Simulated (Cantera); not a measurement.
Input (Python, Cantera) and output of one run.

```python
import numpy as np
import cantera as ct

gas_names = """
    H2 H2S Ca
""".split()
cond_names = """
    CaS(s)
""".split()


# ... load() reads the species with a 1 bar reference pressure and builds the phases ...
species = {s.name: s for s in load("nasa_gas.yaml", gas_names) + load("nasa_condensed.yaml", cond_names)}
# Each term lists the table entries of one substance; the one whose range holds T is used.
reactions = {
    'H2(g) + CaS = H2S(g) + Ca(g)':
        [(-1, ['H2']), (-1, ['CaS(s)']), (1, ['H2S']), (1, ['Ca'])],
}


def pick(names, T):
    return next(species[n] for n in names if species[n].thermo.min_temp <= T <= species[n].thermo.max_temp)


results = []
for label, terms in reactions.items():
    print(label)
    print("     T/K   dH/kJ  dS/(J/K)   dG/kJ   log10 K")
    for T in [548, 598, 648, 698, 748, 798, 848, 898]:
        used = [(nu, pick(names, T)) for nu, names in terms]
        dH = sum(nu * s.thermo.h(T) for nu, s in used) / 1e6
        dS = sum(nu * s.thermo.s(T) for nu, s in used) / 1e3
        dG = dH - T * dS / 1e3
        logK = -dG * 1e6 / (ct.gas_constant * T * np.log(10))
        results.append((label, T, dH, dS, dG, logK, [s.name for _, s in used]))
        print(f"{T:8g} {dH:8.1f} {dS:8.1f} {dG:8.1f} {logK:8.2f}")
```

Result:

```
H2(g) + CaS = H2S(g) + Ca(g)
     T/K   dH/kJ  dS/(J/K)   dG/kJ   log10 K
     548    625.1    160.1    537.3   -51.22
     598    624.0    158.2    529.4   -46.24
     648    622.9    156.5    521.5   -42.04
     698    621.9    155.0    513.7   -38.44
     748    620.9    153.6    506.0   -35.34
     798    619.9    152.4    498.4   -32.62
     848    619.0    151.2    490.8   -30.23
     898    618.1    150.1    483.2   -28.11
```

Standard-state values (1 bar) from the NASA 1993 polynomials, evaluated with Cantera. Condensed species are held in their standard states even where they would react or evaporate.
